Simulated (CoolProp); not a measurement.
Vapour-liquid equilibrium of ammonia (1) + benzene (2) at 358.8 K; x and y are mole fractions of (1).

Computed with CoolProp (multi-fluid Helmholtz-energy mixture model, Gao 2020 and Thol 2012; pair parameters Bell 2016).

| x | bubble pressure, mixture model (kPa) | bubble pressure, Raoult's law (kPa) | y, mixture model | y, Raoult's law |
|---|---|---|---|---|
| 0.05 | 489.4 | 347.6 | 0.747 | 0.672 |
| 0.125 | 1025 | 689.1 | 0.875 | 0.848 |
| 0.2 | 1509 | 1031 | 0.913 | 0.907 |
| 0.275 | 1924 | 1372 | 0.931 | 0.937 |
| 0.35 | 2267 | 1714 | 0.940 | 0.954 |
| 0.425 | 2548 | 2055 | 0.947 | 0.966 |
| 0.5 | 2785 | 2397 | 0.952 | 0.975 |
| 0.575 | 2997 | 2738 | 0.956 | 0.981 |
| 0.65 | 3206 | 3080 | 0.961 | 0.986 |
| 0.725 | 3433 | 3421 | 0.966 | 0.990 |
| 0.8 | 3695 | 3763 | 0.972 | 0.994 |
| 0.875 | 4009 | 4104 | 0.980 | 0.996 |
| 0.95 | 4386 | 4446 | 0.991 | 0.999 |

The largest gap from Raoult's law is +48.7 % in bubble pressure, at x = 0.125. No azeotrope shows between x = 0.05 and 0.95.

Pair parameters are fitted to limited data, so mixtures are less certain than the pure fluids. The gap from Raoult's law changes sign with composition, which may be real or a fault of the pair parameters; it wasn't checked against measurements.
